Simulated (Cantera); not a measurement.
Input (Python, Cantera):

```python
import numpy as np
import cantera as ct

gas = ct.Solution("h2o2.yaml")
gas.TPX = 1000, 500000, {'H2': 1, 'O2': 0.278, 'N2': 1.92}
reactor = ct.IdealGasConstPressureReactor(gas, energy="on", clone=False)
net = ct.ReactorNet([reactor])
net.rtol, net.atol = 1e-08, 1e-16
show = ['H2', 'O2', 'H', 'HO2', 'H2O']
times = np.geomspace(4e-06, 3, 12)

steps = ct.SolutionArray(gas, extra=["t"])
rows = []
print(f"{'t/s':>10s}{'T/K':>9s}{'P/Pa':>11s}" + "".join(f"{s:>11s}" for s in show))
for t in times:
    while net.time < t:
        t_next = net.step()
        steps.append(gas.state, t=t_next)
    rows.append([np.interp(t, steps.t, y) for y in (steps.T, steps.P, *steps(*show).X.T)])
    print(f"{t:10.3e}{rows[-1][0]:9.1f}{rows[-1][1]:11.4g}" + "".join(f"{x:11.3e}" for x in rows[-1][2:]))
rate = np.gradient(steps.T, steps.t)
print("integrator steps:", len(steps.t))
if steps.T.max() > steps.T[0] + 200:
    print(f"time of steepest temperature rise: {steps.t[rate.argmax()]:.4e} s")
gas.TPX = 1000, 500000, {'H2': 1, 'O2': 0.278, 'N2': 1.92}
gas.equilibrate("HP")
print(f"equilibrium (HP): T = {gas.T:.1f} K  " + "  ".join(f"{s} {gas[s].X[0]:.3e}" for s in show))
```

It prints:

```
       t/s      T/K       P/Pa         H2         O2          H        HO2        H2O
 4.000e-06   1000.0      5e+05  3.127e-01  8.693e-02  7.804e-11  8.259e-10  1.177e-10
 1.368e-05   1000.0      5e+05  3.127e-01  8.693e-02  8.139e-11  3.132e-09  5.121e-10
 4.680e-05   1000.0      5e+05  3.127e-01  8.693e-02  8.929e-11  1.112e-08  1.953e-09
 1.601e-04   1000.0      5e+05  3.127e-01  8.693e-02  1.195e-10  3.966e-08  8.138e-09
 5.476e-04   1000.0      5e+05  3.127e-01  8.693e-02  2.695e-10  1.606e-07  5.330e-08
 1.873e-03   1000.0      5e+05  3.127e-01  8.693e-02  2.129e-09  1.394e-06  1.141e-06
 6.407e-03   1002.4      5e+05  3.124e-01  8.669e-02  1.228e-07  3.067e-05  2.556e-04
 2.191e-02   2259.7      5e+05  1.514e-01  8.591e-07  1.372e-03  1.345e-09  1.900e-01
 7.496e-02   2259.7      5e+05  1.514e-01  8.591e-07  1.372e-03  1.345e-09  1.900e-01
 2.564e-01   2259.7      5e+05  1.514e-01  8.591e-07  1.372e-03  1.345e-09  1.900e-01
 8.771e-01   2259.7      5e+05  1.514e-01  8.591e-07  1.372e-03  1.345e-09  1.900e-01
 3.000e+00   2259.7      5e+05  1.514e-01  8.591e-07  1.372e-03  1.345e-09  1.900e-01
integrator steps: 1724
time of steepest temperature rise: 1.1039e-02 s
equilibrium (HP): T = 2259.7 K  H2 1.514e-01  O2 8.591e-07  H 1.372e-03  HO2 1.345e-09  H2O 1.900e-01
```

Computed with Cantera and the H2/O2 subset of GRI-Mech 3.0, which has no nitrogen chemistry. The hydrogen kinetics of GRI-Mech 3.0 are dated; newer H2 mechanisms differ, most at raised pressure.
